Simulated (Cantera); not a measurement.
# PbO + O2 + H2 (iron carbonyl, mercury and lead vapours)

Charge: 1 mol PbO, 0.19 mol O2, 0.14 mol H2, at 13.3 mbar.

Equilibrium computed with Cantera from the NASA thermochemical tables; the gas is ideal and each condensed phase is pure. Candidate condensed phases: H2O, Pb, PbO, PbO2, Pb3O4; 12 gas species. Gases not in the tables: (PbO)n polymers. Rates play no part.

```
T (K)  x H2O   x O2     x PbO      x Pb     x OH       x O      x H2  n PbO(yellow)  n PbO(l)
-----  -----  -----  --------  --------  -------  --------  --------  -------------  --------
1000   0.538  0.462   2.29e-5   9.19e-9  9.56e-7  9.25e-10  6.00e-10          1.000         0
1050   0.538  0.461  0.000111   9.18e-8  2.42e-6   3.93e-9   2.48e-9          1.000         0
1100   0.538  0.461  0.000465   7.40e-7  5.65e-6   1.47e-8   9.04e-9          1.000         0
1150   0.538  0.461   0.00171   4.95e-6  1.22e-5   4.89e-8   2.95e-8          1.000         0
1200   0.536  0.459   0.00512   2.58e-5  2.48e-5   1.47e-7   8.70e-8              0     0.999
1250   0.531  0.455    0.0137  0.000115  4.73e-5   4.04e-7   2.35e-7              0     0.996
1300   0.520  0.446    0.0339  0.000457  8.50e-5   1.02e-6   5.85e-7              0     0.991
```
x: gas mole fraction; n: condensed amount in mol.

From 1000 K to 1150 K the condensed part is PbO(yellow). From 1200 K to 1300 K the condensed part is PbO(l).
